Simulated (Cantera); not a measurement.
Ignition delay

Mixture: 16.6 % CH4, 17.5 % O2, 65.9 % N2, at 100000 Pa, adiabatic and at constant pressure. Ignition delay is the time to a rise of 400 K.

Cantera simulation using GRI-Mech 3.0 (53 species, 325 reactions); the numbers are that mechanism's predictions, not measurements.

| T0 (K) | delay (ms) |
|---|---|
| 1225 | 46.2 |
| 1300 | 16.8 |
| 1375 | 6.52 |
| 1450 | 2.70 |
| 1525 | 1.20 |
| 1600 | 0.579 |

- apparent activation energy between 1450 and 1600 K: 200 kJ/mol
